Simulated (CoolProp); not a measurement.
Computed with CoolProp (reference Helmholtz-energy equation of state, Outcalt 1996). It is a modified Benedict-Webb-Rubin equation, recast in Helmholtz form.

Question: For R152A, give the phase and the cv (kJ/(kg K)), speed of sound (m/s), viscosity (µPa s), Prandtl number at 341.2 K and 24300 kPa; 341.2 K and 38200 kPa; 341.2 K and 41700 kPa.

Answer: 
- 341.2 K and 24300 kPa: liquid; cv 1.20, speed of sound 694, viscosity 152, Prandtl number 2.63
- 341.2 K and 38200 kPa: liquid; cv 1.21, speed of sound 790, viscosity 180, Prandtl number 2.80
- 341.2 K and 41700 kPa: liquid; cv 1.21, speed of sound 810, viscosity 187, Prandtl number 2.85

Viscosity comes from a separate model (Bell 2016), an estimate that may be off by 10 % or more. Thermal conductivity comes from a separate model (Krauss 1996).
